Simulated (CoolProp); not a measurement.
Properties of R507A along the isotherm -64.05 °C (Tc = 70.6 °C, pc = 3.705 MPa, ω = 0.286).

Values from CoolProp's reference Helmholtz-energy equation of state, Lemmon 2003. It is a pseudo-pure fit of the blend.

```
p (MPa)   phase  cv (kJ/(kg K))  isothermal compressibility (1/MPa)  expansivity (1/kK)  conductivity (mW/(m K))  fugacity coefficient
-------  ------  --------------  ----------------------------------  ------------------  -----------------------  --------------------
1.03     liquid          0.7925                            0.001710               2.171                      101               0.04000
2.06     liquid          0.7929                            0.001677               2.145                      102               0.02087
3.09     liquid          0.7935                            0.001646               2.121                      102               0.01452
4.12     liquid          0.7940                            0.001616               2.097                      102               0.01136
5.15     liquid          0.7946                            0.001588               2.075                      103              0.009483
6.17     liquid          0.7952                            0.001561               2.053                      103              0.008254
7.2      liquid          0.7959                            0.001535               2.032                      104              0.007379
8.23     liquid          0.7965                            0.001510               2.011                      104              0.006734
9.26     liquid          0.7972                            0.001486               1.992                      104              0.006243
```

Thermal conductivity comes from a separate model (Geller 2001).
